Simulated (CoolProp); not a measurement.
Vapour-liquid equilibrium of n-hexane (1) + n-decane (2) at 0.0221 MPa; x and y are mole fractions of (1).

Model: multi-fluid Helmholtz-energy mixture model, Thol 2019 and Lemmon 2006; pair parameters Kunz 2012, in CoolProp.

| x | bubble temperature (°C) | y at the bubble point | dew temperature at overall composition x (°C) | liquid density (mol/L) |
|---|---|---|---|---|
| 0.05 | 103.4 | 0.525 | 121.2 | 4.745 |
| 0.2 | 70.7 | 0.903 | 116.5 | 5.186 |
| 0.35 | 54.7 | 0.965 | 111.1 | 5.574 |
| 0.5 | 44.8 | 0.985 | 104.6 | 5.968 |
| 0.65 | 37.8 | 0.993 | 96.2 | 6.393 |
| 0.8 | 32.5 | 0.997 | 84.3 | 6.861 |
| 0.95 | 28.3 | 0.999 | 59.9 | 7.386 |

No azeotrope shows between x = 0.05 and 0.95.

The pair parameters rest on a limited set of measurements; away from them the model extrapolates.
